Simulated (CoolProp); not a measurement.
The numbers come from the reference Helmholtz-energy equation of state, Lemmon 2006 in CoolProp. It is a short technical equation, of lower accuracy than the large ones.

Question: Give the vapour pressure (bar), vapour viscosity (µPa s), liquid conductivity (mW/(m K)) of saturated C2F6 (R116) at 240.4 K.

Answer: 
```json
[
 {"T (K)": "240.4", "p (bar)": "6.96", "vapour viscosity (µPa s)": "11.2", "liquid conductivity (mW/(m K))": "58.1"}
]
```

Viscosity comes from a separate model (Huber 2003), an estimate that may be off by 10 % or more. Thermal conductivity comes from a separate model (Huber 2003), an estimate that may be off by 10 % or more.
